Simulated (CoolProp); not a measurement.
A closed Brayton cycle with carbon dioxide: compressor inlet 321.15 K and 9.6 MPa, high pressure 19.4 MPa, turbine inlet 655 K, compressor efficiency 0.8, turbine efficiency 0.9, recuperator effectiveness 0.8 (on enthalpy, no pinch check). Each further row changes one setting.

Computed with CoolProp (reference Helmholtz-energy equation of state, Span 1996).

| case | thermal efficiency (%) | net work (kJ/kg) | compressor to turbine work | compressor exit (K) | turbine exit (K) |
|---|---|---|---|---|---|
| as stated | 21.5 | 44.6 | 0.38 | 366.4 | 579.9 |
| turbine inlet 605 K | ? | 37.6 | 0.42 | 366.4 | 532.7 |
| compressor inlet 331.15 K | ? | ? | 0.49 | 387.8 | 579.9 |
| high pressure 16.5 MPa | 19.2 | 36.4 | 0.36 | 355.8 | 597.0 |
| recuperator effectiveness 0.5 | 15.6 | 44.6 | 0.38 | 366.4 | 579.9 |

Problem. Some entries are withheld; supply them.

Solution. 
- turbine inlet 605 K, thermal efficiency (%): 19.8
- compressor inlet 331.15 K, thermal efficiency (%): 20.1
- compressor inlet 331.15 K, net work (kJ/kg): 37.1
